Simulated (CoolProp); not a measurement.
Vapour-liquid equilibrium of fluoroethane (R161) (1) + R134a (2) at 303.1 K; x and y are mole fractions of (1).

Values from CoolProp's multi-fluid Helmholtz-energy mixture model, Wu 2012 and Tillner-Roth 1994; pair parameters Bell 2016.

Problem. Give the bubble pressure and the first vapour's composition at x = 0.05, 0.875, 0.95. Is there an azeotrope?

Solution. x = 0.05: 0.7784 MPa, y = 0.059; x = 0.875: 1.008 MPa, y = 0.906; x = 0.95: 1.036 MPa, y = 0.964. No azeotrope shows between x = 0.05 and 0.95.

The pair parameters rest on a limited set of measurements; away from them the model extrapolates.
